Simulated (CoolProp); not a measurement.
Vapour-liquid equilibrium of R114 (1) + n-hexane (2) at 280.3 K; x and y are mole fractions of (1).

Values from CoolProp's multi-fluid Helmholtz-energy mixture model, Platzer 1990 and Thol 2019; pair parameters Bell 2016. This equation is an older, rougher fit; its heat capacities, sound speeds and derivatives of the liquid may be far off and weren't checked against measurements.

```tsv
x	bubble pressure (MPa)	y at the bubble point	dew pressure at overall composition x (MPa)	liquid density (mol/L)
0.05	0.01863	0.550	0.009199	7.829
0.2	0.04268	0.828	0.01085	7.966
0.35	0.06037	0.894	0.01322	8.108
0.5	0.07414	0.927	0.01692	8.256
0.65	0.08607	0.949	0.02343	8.411
0.8	0.09786	0.970	0.03789	8.577
0.95	0.1109	0.992	0.08638	8.758
```

No azeotrope shows between x = 0.05 and 0.95.

The pair parameters rest on a limited set of measurements; away from them the model extrapolates.
